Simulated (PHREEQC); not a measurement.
A made-up water analysis in mmol/kgw, 40 °C, pH 6.34, pe 2.9:

| constituent | mmol/kgw |
|---|---|
| Na | 1.27 |
| K | 0.000392 |
| Ca | 0.454 |
| Mg | 0.119 |
| Cl | 1.5 |
| S(6) | 0.187 |
| Alkalinity (meq/kgw) | 0.5 |
| Zn | 0.000571 |
| B | 0.00066 |

Valence states are taken as typed.

Equilibrium calculation in PHREEQC: ion-association model, phreeqc.dat.

Precipitation was switched off in this run.

Question: Estimate the specific conductance.

Answer: specific conductance 377 µS/cm.

Question: In which forms is C present?

Answer: HCO3- 54 %, CO2 46 % of the C.

Constants without temperature data keep their 25 °C values here.
